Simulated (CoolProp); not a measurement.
The fluid at 293.15 K and 0.00851 MPa is throttled through a valve to 0.000438 MPa with no heat exchange. The same conditions are run with several fluids, on thermodynamics alone (safety and materials aside).

The numbers come from the reference Helmholtz-energy equation of state of each fluid (methanol: de Reuck 1993; cis-2-butene: Lemmon 2005; R22: Kamei 1995; CH3F (R41): Lemmon 2006; chlorine: Thol 2021) in CoolProp.

```csv
fluid,temperature change (K),final density (kg/m³)
methanol,-5.0,0.00586
cis-2-butene,[?],[?]
R22,-0.2,[?]
CH3F (R41),-0.2,0.00612
chlorine,-0.2,0.0128
```

**Question.** What belongs in the gaps?

**Answer.** 
- cis-2-butene, temperature change (K): -0.3
- cis-2-butene, final density (kg/m³): 0.0101
- R22, final density (kg/m³): 0.0155
